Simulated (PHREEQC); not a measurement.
Make-up at 25 °C: 130 mmol/kgw NiSO4. Closed to the air; pH follows from the charge balance.

Model: ion-association model, wateq4f.dat, run in PHREEQC.

| Quantity | Result |
|---|---|
| pH | 6.00 |
| ionic strength | 0.267 mol/kgw |

```csv
species,molality,activity,log γ
Ni+2,0.0668,0.0197,-0.532
SO4-2,0.0666,0.0175,-0.581
NiSO4,0.0630,0.0669,0.027
Ni(SO4)2-2,0.000214,6.28e-5,-0.532
NiOH+,3.66e-6,2.70e-6,-0.133
HSO4-,2.40e-6,1.70e-6,-0.149
H+,1.28e-6,1.00e-6,-0.104
OH-,1.46e-8,9.95e-9,-0.165
```

Precipitation was switched off in this run. Species that the database lacks are ignored.
